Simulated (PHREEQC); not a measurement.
**Copper plating or etch bath**

Solution (25 °C): 0.015 mol/kgw Cu(BF4)2, 0.28 mol/kgw HNO3 and 0.1 mol/kgw Na2SO4. Closed to the air; pH follows from the charge balance.

The numbers come from PHREEQC with the ion-association model, phreeqc.dat.

Each row changes one thing in this solution. Precipitation was switched off in this run.

| case | pH | ionic strength (mol/kgw) | HSO4- (mol/kgw) | SO4-2 (mol/kgw) | NaSO4- (mol/kgw) |
|---|---|---|---|---|---|
| as made | 0.81 | 0.453 | 0.0765 | 0.0175 | 0.00378 |
| Cu(BF4)2 left out | 0.81 | 0.414 | 0.0789 | 0.0173 | 0.00385 |
| Na2SO4 from 0.1 to 0.01 mol/kgw | 0.68 | [?] | 0.00847 | 0.00127 | 3.10e-5 |
| diluted 10-fold with water | [?] | 0.0504 | 0.00484 | 0.00469 | 0.000213 |
| HNO3 from 0.28 to 0.308 mol/kgw | 0.76 | [?] | 0.0783 | 0.0162 | 0.00345 |

Q: Some entries are withheld; supply them.

A: 
- Na2SO4 from 0.1 to 0.01 mol/kgw, ionic strength (mol/kgw): 0.334
- diluted 10-fold with water, pH: 1.72
- HNO3 from 0.28 to 0.308 mol/kgw, ionic strength (mol/kgw): 0.479

Species that the database lacks are ignored. Real BF4- forms and hydrolyses slowly; the run takes it at equilibrium.
